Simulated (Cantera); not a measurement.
## Low-pressure radical oxidation in H2/O2

An isothermal, constant-pressure homogeneous reactor starts with H2 : O2 = 0.028 : 1 (molar parts), equivalence ratio 0.014, at 1175 K and 0.0132 atm.

Computed with Cantera and GRI-Mech 3.0 (53 species, 325 reactions). Radical loss at walls, strong at low pressure, is not modelled.

```
t (s)         x H2   x O2    x H2O2     x H2O       x H       x O    x HO2
--------  --------  -----  --------  --------  --------  --------  -------
0.000100    0.0272  0.973    <1e-12  2.47e-10  8.23e-10  9.22e-10  1.50e-9
0.000353    0.0272  0.973  1.65e-12   6.41e-9   3.16e-9   8.51e-9  5.33e-9
0.00125     0.0272  0.973  2.09e-11   5.69e-7   1.31e-7   4.55e-7  2.06e-8
0.00440    0.00624  0.956   2.08e-7    0.0170   0.00413    0.0125  3.12e-6
0.0155    0.000248  0.953   4.94e-8    0.0251   0.00228    0.0173  2.25e-6
0.0548    0.000145  0.962   4.93e-8    0.0262  0.000981   0.00981  1.86e-6
0.193      3.91e-5  0.969   4.13e-8    0.0271  0.000134   0.00259  1.04e-6
0.682      5.10e-6  0.972   2.16e-8    0.0275   6.36e-6  0.000339  3.12e-7
2.41       5.72e-7  0.972   6.74e-9    0.0276   2.43e-7   3.84e-5  6.03e-8
8.50       8.05e-8  0.972   1.64e-9    0.0276   1.31e-8   5.46e-6  1.16e-8
30.0       1.51e-8  0.972  3.95e-10    0.0276   1.07e-9   1.03e-6  4.16e-9
```
x: mole fraction; the columns are a selection and need not sum to one.

Equilibrium at this temperature and pressure: H2 1.82e-9, O2 0.972, H2O2 5.99e-11, H2O 0.0276, H 4.57e-11, O 1.26e-7, HO2 5.69e-9 (gas phase only).
